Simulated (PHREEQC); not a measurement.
City or well water: speciation

A made-up water analysis in mg/L, 25 °C, pH 6.87, pe 8.8: Na 73.6; K 22.5; Ca 72; Mg 3.55; Cl 109; S(6) as SO4 87.9; Alkalinity as HCO3 163; O(0) (dissolved oxygen) 5.85.

Valence states are taken as typed.

Computed with PHREEQC (ion-association model, phreeqc.dat).

Precipitation was switched off in this run.

Q: Estimate the specific conductance, charge-balance error.

A: specific conductance 809 µS/cm; charge-balance error 0.6 %.

Q: In which forms is Ca present?

A: Ca+2 92 %, CaSO4 5.8 %, CaHCO3+ 2.1 % of the Ca.

Complexes and solids missing from the database can't appear.
